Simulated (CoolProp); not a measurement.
A Linde-Hampson liquefier for methane: isothermal reversible compression at 200 K from 1 atm to 25 MPa, throttling to 1 atm, return gas leaving the recuperator 2 K below the feed. Each further row changes one setting.

Model: reference Helmholtz-energy equation of state, Setzmann 1991, in CoolProp.

| case | liquid yield per pass | compression work (kJ/kg of gas) |
|---|---|---|
| as stated | 0.510 | 443 |
| high pressure 50 MPa | (withheld) | 514 |
| warm-end temperature 230 K | 0.404 | (withheld) |
| warm-end gap 7 K | (withheld) | 443 |

Question: Some entries are withheld; supply them.

Answer: 
- high pressure 50 MPa, liquid yield per pass: 0.478
- warm-end temperature 230 K, compression work (kJ/kg of gas): 559
- warm-end gap 7 K, liquid yield per pass: 0.502
